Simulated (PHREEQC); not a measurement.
PHREEQC input (ion-association model, phreeqc.dat):

```
SOLUTION 0
  temp 25
  units mmol/kgw
  pH 7 charge
  Br 0.59
  K 0.59
  Cl 56.01
  Mg 28
  O(0) 1 O2(g) -0.68
SOLUTION 1-30
  temp 25
  units mmol/kgw
  pH 7 charge
  Br 2.5
  K 17.5
  Cl 16.31
  Ba 0.65
  O(0) 1 O2(g) -0.68
END
EXCHANGE 1-30
  X 0.021
  -equilibrate 1
END
SELECTED_OUTPUT 1
  -reset false
  -pH true
  -pe true
  -ionic_strength true
  -water true
  -step true
  -totals Ba Br Cl K Mg
  -molalities BaX2 MgX2 KX
  -saturation_indices Sylvite
PRINT
  -reset false
TRANSPORT
  -cells 30
  -shifts 90
  -lengths 0.00666667
  -time_step 720
  -dispersivities 0.016
  -boundary_conditions flux flux
  -correct_disp true
  -punch_cells 30
  -punch_frequency 3
END
```

Selected output (columns that matter, 26 of 31 rows; pore volumes added in front):

```
pore volumes	pH	mu	Ba	Br	Cl	K	Mg	m_BaX2	m_MgX2	m_KX	si_Sylvite
0	5.0503	0.01946	0.00065	0.0025	0.01631	0.0175	0	0.0033469	0	0.014306	-4.5662
0.1167	5.0503	0.01946	0.00065	0.0025	0.01631	0.0175	0	0.0033469	0	0.014306	-4.5662
0.2167	5.0503	0.01946	0.00065002	0.0025	0.01631	0.0175	2.3161e-17	0.0033469	5.8409e-17	0.014306	-4.5662
0.4167	5.0509	0.02009	0.00068881	0.0024701	0.016931	0.018014	1.1451e-08	0.003347	2.7252e-08	0.014306	-4.5391
0.5167	5.0525	0.021909	0.00080785	0.0023843	0.018715	0.01947	1.8728e-06	0.003352	3.8061e-06	0.014288	-4.4664
0.6167	5.0551	0.02531	0.0010779	0.0022289	0.021944	0.021888	5.9365e-05	0.0034028	9.1787e-05	0.014011	-4.3545
0.7167	5.0586	0.030376	0.0015859	0.0020224	0.026237	0.024016	0.00053077	0.0034998	0.00057368	0.012853	-4.2473
0.8167	5.0624	0.036927	0.0021974	0.0017943	0.030977	0.02445	0.0019583	0.0034614	0.0015109	0.011056	-4.1795
1.0167	5.069	0.051259	0.0028761	0.0013683	0.039832	0.021073	0.0071825	0.0029839	0.0036497	0.0077328	-4.157
1.1167	5.0715	0.057683	0.002898	0.0011952	0.043431	0.018503	0.010159	0.0026841	0.0046083	0.0064153	-4.1843
1.2167	5.0734	0.063213	0.0027832	0.0010529	0.046388	0.015887	0.012989	0.0023887	0.0054601	0.0053024	-4.2287
1.3167	5.0748	0.06781	0.002587	0.00093949	0.048746	0.013424	0.015538	0.0021098	0.0062064	0.0043676	-4.2856
1.4167	5.0759	0.071538	0.0023501	0.0008511	0.050583	0.011215	0.017754	0.0018524	0.006854	0.0035872	-4.3517
1.6167	5.0774	0.076841	0.0018533	0.00073229	0.053052	0.0076634	0.021202	0.0014079	0.0078889	0.0024064	-4.5019
1.7167	5.0779	0.078656	0.0016207	0.00069409	0.053847	0.0062997	0.022495	0.0012202	0.0082951	0.0019693	-4.5824
1.8167	5.0783	0.080059	0.0014072	0.00066579	0.054435	0.0051743	0.023551	0.001054	0.0086394	0.0016133	-4.6645
1.9167	5.0785	0.081136	0.001215	0.00064497	0.054867	0.0042544	0.024409	0.00090755	0.0089301	0.0013247	-4.7471
2.0167	5.0788	0.081961	0.0010443	0.00062975	0.055184	0.0035085	0.025103	0.00077927	0.0091748	0.0010919	-4.8292
2.2167	5.079	0.083071	0.00076354	0.00061062	0.055581	0.002425	0.026115	0.00057023	0.0095523	0.00075501	-4.9875
2.3167	5.0791	0.083435	0.00065022	0.00060481	0.055702	0.00204	0.026478	0.00048615	0.0096961	0.00063549	-5.062
2.4167	5.0792	0.083713	0.00055251	0.00060062	0.055789	0.0017336	0.026771	0.00041364	0.0098162	0.00054039	-5.1323
2.5167	5.0793	0.083924	0.00046859	0.00059761	0.055852	0.0014904	0.027006	0.0003513	0.0099162	0.00046492	-5.1976
2.6167	5.0793	0.084085	0.00039675	0.00059544	0.055897	0.001298	0.027195	0.00029786	0.0099996	0.00040517	-5.2575
2.8167	5.0793	0.084299	0.00028323	0.00059278	0.055952	0.0010261	0.027471	0.00021317	0.010126	0.00032071	-5.3593
2.9167	5.0794	0.08437	0.00023887	0.00059198	0.055969	0.0009318	0.027571	0.00017998	0.010174	0.00029139	-5.4011
3.0167	5.0794	0.084424	0.00020124	0.00059141	0.055981	0.00085765	0.027651	0.00015178	0.010214	0.00026833	-5.4371
```
